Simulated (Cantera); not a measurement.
# Na₂CO₃ + SO₃ + O₂ (roasting and sulfation)

A closed system holds: 1 mol Na₂CO₃, 1.2 mol SO₃, 0.33 mol O₂, at 13300 Pa.

Method: chemical equilibrium by Gibbs-energy minimisation in Cantera with the NASA 1993 tables (ideal gas, pure condensed phases). Candidate condensed phases: C, Na, NaO₂, Na₂CO₃, Na₂O, Na₂O₂, Na₂S, Na₂SO₄, S; 27 gas species. Condensed phases not in the tables: pyrosulfates. Kinetics and transport are ignored.

| T (K) | x CO₂ | x O₂ | x SO₂ | x SO₃ | x Na₂SO₄ | x CO | x Na | x O | n Na₂SO₄(s) | n Na₂SO₄(l) |
|---|---|---|---|---|---|---|---|---|---|---|
| 1075 | 0.618 | 0.258 | 0.108 | 0.0159 | 2.97e-8 | 2.17e-9 | <1e-12 | 1.82e-9 | 1.00 | 0 |
| 1125 | 0.617 | 0.260 | 0.113 | 0.0103 | 1.40e-7 | 8.78e-9 | <1e-12 | 6.44e-9 | 1.00 | 0 |
| 1175 | 0.616 | 0.261 | 0.116 | 0.00686 | 5.49e-7 | 3.15e-8 | 2.91e-12 | 2.04e-8 | 0 | 1.000 |
| 1225 | 0.615 | 0.262 | 0.118 | 0.00467 | 1.79e-6 | 1.02e-7 | 3.69e-11 | 5.90e-8 | 0 | 1.000 |
| 1275 | 0.614 | 0.263 | 0.120 | 0.00326 | 5.25e-6 | 3.02e-7 | 3.83e-10 | 1.57e-7 | 0 | 1.000 |
| 1325 | 0.614 | 0.263 | 0.121 | 0.00233 | 1.41e-5 | 8.20e-7 | 3.31e-9 | 3.87e-7 | 0 | 1.000 |
| 1375 | 0.614 | 0.263 | 0.121 | 0.00170 | 3.51e-5 | 2.07e-6 | 2.44e-8 | 8.94e-7 | 0 | 1.000 |
| 1425 | 0.614 | 0.263 | 0.121 | 0.00127 | 8.13e-5 | 4.91e-6 | 1.56e-7 | 1.95e-6 | 0 | 1.000 |
| 1475 | 0.614 | 0.263 | 0.122 | 0.000971 | 0.000177 | 1.09e-5 | 8.72e-7 | 4.03e-6 | 0 | 1.000 |
| 1525 | 0.613 | 0.263 | 0.122 | 0.000753 | 0.000363 | 2.32e-5 | 4.34e-6 | 7.96e-6 | 0 | 0.999 |
| 1575 | 0.613 | 0.263 | 0.122 | 0.000594 | 0.000708 | 4.67e-5 | 1.95e-5 | 1.50e-5 | 0 | 0.999 |
| 1625 | 0.613 | 0.263 | 0.122 | 0.000475 | 0.00132 | 9.01e-5 | 7.95e-5 | 2.74e-5 | 0 | 0.998 |
x: gas mole fraction; n: condensed amount in mol.

From 1075 K to 1125 K the condensed part is Na₂SO₄(s). From 1175 K to 1625 K the condensed part is Na₂SO₄(l). The main Na-bearing gas is Na₂SO₄ throughout.
